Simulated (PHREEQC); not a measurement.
PHREEQC input (ion-association model, wateq4f.dat):

```
SOLUTION_MASTER_SPECIES
  An  An-  0  An  62.0  # stands for a non-complexing anion
SOLUTION_SPECIES
  An- = An-
    -log_k 0
    -gamma 3.0 0
PHASES
  Fix_H+
    H+ = H+
    -log_k 0
SOLUTION 1
  temp 25
  units mmol/kgw
  pH 7 charge
  Se(6) 0.0031
  Na 1.0062
  An 1
END
SELECTED_OUTPUT 1
  -reset false
  -pH true
  -pe true
  -ionic_strength true
  -water true
  -totals Na Se Se(-2) Se(4) Se(6)
  -molalities Hfo_wOH Hfo_wOH2+ Hfo_wO- Hfo_sOH Hfo_sOH2+ Hfo_sO- Hfo_wSeO4- Hfo_wOHSeO4-2
USER_PUNCH 1
  -headings sigma psi
  10 PUNCH EDL("sigma", "Hfo"), EDL("psi", "Hfo")
PRINT
  -reset false
USE solution 1
SURFACE 1
  Hfo_wOH 8.76404e-05 600 0.039
  Hfo_sOH 2.19101e-06
EQUILIBRIUM_PHASES 1
  Fix_H+ -3 HAn 10
    -force_equality true
  O2(g) -0.68 10
END
# ... the last block is repeated for the other 12 points of pH, with NaOH or the acid as the point needs
```

Selected output (columns that matter, 10 of 13 rows; pH added in front):

```
pH	mu	Na	Se	m_Hfo_wOH	m_Hfo_wOH2+	m_Hfo_wO-	m_Hfo_sOH	m_Hfo_sOH2+	m_Hfo_sO-	m_Hfo_wSeO4-	m_Hfo_wOHSeO4-2	sigma	psi
3	0.0020831	0.0010062	2.0721e-10	2.3966e-05	6.0357e-05	2.1801e-07	6.2112e-07	1.5642e-06	5.65e-09	1.6233e-06	1.4765e-06	0.23555	0.23005
3.67	0.0012452	0.0010062	4.4447e-10	4.3865e-05	3.9562e-05	1.1142e-06	1.1368e-06	1.0253e-06	2.8876e-08	8.7559e-07	2.224e-06	0.1407	0.2168
5	0.001022	0.0010062	2.4485e-08	6.0162e-05	2.0322e-05	4.0802e-06	1.5588e-06	5.2654e-07	1.0571e-07	3.9523e-07	2.6803e-06	0.044977	0.16335
5.67	0.0010115	0.0010062	2.8458e-07	6.2941e-05	1.6325e-05	5.559e-06	1.6257e-06	4.2168e-07	1.4359e-07	2.8636e-07	2.5291e-06	0.023505	0.1305
6.33	0.0010099	0.0010062	1.7058e-06	6.5626e-05	1.3074e-05	7.5462e-06	1.6672e-06	3.3214e-07	1.917e-07	1.1155e-07	1.2826e-06	0.012337	0.098238
7.67	0.0010095	0.0010062	3.0912e-06	6.7264e-05	1.0419e-05	9.948e-06	1.6818e-06	2.6051e-07	2.4873e-07	5.5677e-10	8.2339e-09	0.0019215	0.025434
8.33	0.0010116	0.0010086	3.0995e-06	6.7274e-05	1.0073e-05	1.0293e-05	1.6819e-06	2.5182e-07	2.5733e-07	2.7643e-11	4.2293e-10	-0.00093445	-0.012737
9	0.0010202	0.0010176	3.1e-06	6.7255e-05	9.6724e-06	1.0713e-05	1.6814e-06	2.4181e-07	2.6783e-07	1.3145e-12	2.0938e-11	-0.0043986	-0.051336
10.33	0.0012348	0.0012345	3.1e-06	6.672e-05	7.7331e-06	1.3187e-05	1.668e-06	1.9333e-07	3.2969e-07	3.4918e-15	6.9012e-14	-0.023054	-0.12447
11	0.002069	0.0020725	3.1e-06	6.4306e-05	5.2338e-06	1.81e-05	1.6077e-06	1.3085e-07	4.5251e-07	2.0969e-16	5.9018e-15	-0.054383	-0.15502
```

Complexes and solids missing from the database can't appear. The oxide is taken as insoluble; below pH 4 it would dissolve.
